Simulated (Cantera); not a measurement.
## Diamond growth

A diamond (100) surface in a fixed gas of H2 with x(CH4) = 0.0099, x(H) = 0.045, x(CH3) = 0.00021, at 1148 K; coverages are run to steady state.

Computed with Cantera and the Harris–Goodwin 1993 mechanism for the reconstructed diamond (100) surface.

| P (Pa) | growth (µm/h) | θ c6HH | θ c6H* | θ c6*H | θ c6** | θ c6HM |
|---|---|---|---|---|---|---|
| 830 | 1.02 | 0.473 | 0.0330 | 0.468 | 0.0241 | 0.000875 |
| 1200 | 1.66 | 0.473 | 0.0330 | 0.468 | 0.0241 | 0.000997 |
| 1800 | 2.76 | 0.473 | 0.0330 | 0.468 | 0.0241 | 0.00111 |
| 2600 | 4.28 | 0.473 | 0.0331 | 0.468 | 0.0241 | 0.00120 |
| 3900 | 6.78 | 0.473 | 0.0332 | 0.467 | 0.0241 | 0.00127 |
| 5700 | 10.3 | 0.473 | 0.0334 | 0.467 | 0.0242 | 0.00133 |
| 8400 | 15.6 | 0.473 | 0.0337 | 0.467 | 0.0242 | 0.00137 |
| 12000 | 22.7 | 0.473 | 0.0340 | 0.466 | 0.0243 | 0.00139 |
θ: site fractions in the mechanism's names (c6HH fully hydrogenated, c6H* and c6*H radical sites, c6** diradical, c6HM methylated).
